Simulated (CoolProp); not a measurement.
n-perfluorohexane at several states: Z from the reference equation and from simpler models built on Tc = 448.0 K, pc = 1.742 MPa, ω = 0.497; each cubic takes its own stable root.

Model: reference Helmholtz-energy equation of state, Gao 2022, in CoolProp.

```tsv
T (K)	p (MPa)	phase	reference
340.8	0.28	liquid	0.02162
258	0.263	liquid	0.02315
389.5	1.13	liquid	0.08630
247.7	0.017	liquid	0.001535
266.7	0.287	liquid	0.02477
```

How far does each simpler model (van der Waals, Redlich-Kwong, Soave-Redlich-Kwong, Peng-Robinson) lie from the reference over these 5 states: mean and median of the absolute difference, and the worst?


- van der Waals: mean 13721.9 %, median 82.0 %, worst +64303.9 % at 247.7 K and 0.017 MPa
- Redlich-Kwong: mean 802.6 %, median 22.5 %, worst +3914.3 % at 340.8 K and 0.28 MPa
- Soave-Redlich-Kwong: mean 16.7 %, median 16.0 %, worst +20.2 % at 389.5 K and 1.13 MPa
- Peng-Robinson: mean 3.4 %, median 2.7 %, worst +6.1 % at 389.5 K and 1.13 MPa

At some of these states van der Waals, Redlich-Kwong gives the other phase, because its saturation line lies elsewhere.
